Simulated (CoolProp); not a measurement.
Diethyl ether along the isobar 7.11 MPa: Z from the reference equation and from simpler models built on Tc = 467.9 K, pc = 3.717 MPa, ω = 0.282; each cubic takes its own stable root.

Computed with CoolProp (reference Helmholtz-energy equation of state, Thol 2014).

```json
[
 {"T (K)": "381.7", "phase": "liquid", "reference": "0.2691"},
 {"T (K)": "388.9", "phase": "liquid", "reference": "0.2685"},
 {"T (K)": "396.1", "phase": "liquid", "reference": "0.2681"},
 {"T (K)": "403.2", "phase": "liquid", "reference": "0.2681"},
 {"T (K)": "410.4", "phase": "liquid", "reference": "0.2684"},
 {"T (K)": "417.6", "phase": "liquid", "reference": "0.2691"},
 {"T (K)": "424.7", "phase": "liquid", "reference": "0.2701"},
 {"T (K)": "431.9", "phase": "liquid", "reference": "0.2717"},
 {"T (K)": "439.1", "phase": "liquid", "reference": "0.2738"},
 {"T (K)": "446.2", "phase": "liquid", "reference": "0.2766"},
 {"T (K)": "453.4", "phase": "liquid", "reference": "0.2801"},
 {"T (K)": "460.6", "phase": "liquid", "reference": "0.2846"},
 {"T (K)": "467.7", "phase": "liquid", "reference": "0.2903"},
 {"T (K)": "474.9", "phase": "supercritical", "reference": "0.2977"},
 {"T (K)": "482.1", "phase": "supercritical", "reference": "0.3072"},
 {"T (K)": "489.2", "phase": "supercritical", "reference": "0.3197"}
]
```

Problem. How far does each simpler model (Redlich-Kwong, Soave-Redlich-Kwong) lie from the reference over these 16 states: mean and median of the absolute difference, and the worst?

Solution. 
- Redlich-Kwong: mean 15.2 %, median 15.3 %, worst +16.4 % at 467.7 K and 7.11 MPa
- Soave-Redlich-Kwong: mean 13.4 %, median 12.6 %, worst +19.4 % at 489.2 K and 7.11 MPa
